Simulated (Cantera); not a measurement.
Thermodynamics of carbothermic reduction, feed SiO2 + C + CO

Charge: 1 mol SiO2, 0.46 mol C, 0.038 mol CO, held at 1252 °C.

Cantera equilibrium calculation (NASA polynomials, part measured and part estimated; ideal gas, pure solids and liquids). Candidate condensed phases: C, Si, SiC, SiO2; 20 gas species. Mutual solubility and eutectic melting of coexisting phases are not modelled. The tables hold silica as quartz up to 1696 K and as liquid above; real silica turns to tridymite and cristobalite and melts near 1996 K. Rates play no part.

```json
[
 {"P (Pa)": "10", "x CO": "0.520", "x SiO": "0.480", "x CO2": "1.40e-5", "x Si": "6.62e-7", "x SiO2": "4.65e-8", "n SiO2(β-quartz)": "0.540", "n SiC(s)": "0", "n C(graphite)": "0"},
 {"P (Pa)": "52", "x CO": "0.520", "x SiO": "0.480", "x CO2": "2.70e-6", "x Si": "3.44e-6", "x SiO2": "8.94e-9", "n SiO2(β-quartz)": "0.540", "n SiC(s)": "0", "n C(graphite)": "0"},
 {"P (Pa)": "270", "x CO": "0.936", "x SiO": "0.0636", "x CO2": "7.07e-6", "x Si": "3.14e-7", "x SiO2": "1.72e-9", "n SiO2(β-quartz)": "0.831", "n SiC(s)": "0.145", "n C(graphite)": "0"},
 {"P (Pa)": "1400", "x CO": "0.993", "x SiO": "0.00695", "x CO2": "1.32e-5", "x Si": "1.94e-8", "x SiO2": "3.32e-10", "n SiO2(β-quartz)": "0.845", "n SiC(s)": "0.153", "n C(graphite)": "0"},
 {"P (Pa)": "7200", "x CO": "0.999", "x SiO": "0.000468", "x CO2": "3.84e-5", "x Si": "4.54e-10", "x SiO2": "6.45e-11", "n SiO2(β-quartz)": "1.000", "n SiC(s)": "0", "n C(graphite)": "0.460"},
 {"P (Pa)": "37000", "x CO": "1.000", "x SiO": "1.77e-5", "x CO2": "0.000198", "x Si": "3.34e-12", "x SiO2": "1.26e-11", "n SiO2(β-quartz)": "1.000", "n SiC(s)": "0", "n C(graphite)": "0.460"},
 {"P (Pa)": "190000", "x CO": "0.999", "x SiO": "6.73e-7", "x CO2": "0.00101", "x Si": "<1e-12", "x SiO2": "2.45e-12", "n SiO2(β-quartz)": "1.00", "n SiC(s)": "0", "n C(graphite)": "0.460"},
 {"P (Pa)": "1000000", "x CO": "0.995", "x SiO": "2.44e-8", "x CO2": "0.00529", "x Si": "<1e-12", "x SiO2": "<1e-12", "n SiO2(β-quartz)": "1.00", "n SiC(s)": "0", "n C(graphite)": "0.460"}
]
```
x: gas mole fraction; n: condensed amount in mol.

From 10.0 Pa to 52.0 Pa the condensed part is SiO2(β-quartz). From 2.70 mbar to 14.0 mbar the condensed part is SiC(s) + SiO2(β-quartz). From 72.0 mbar to 10.0 bar the condensed part is C(graphite) + SiO2(β-quartz). The main Si-bearing gas is SiO throughout.
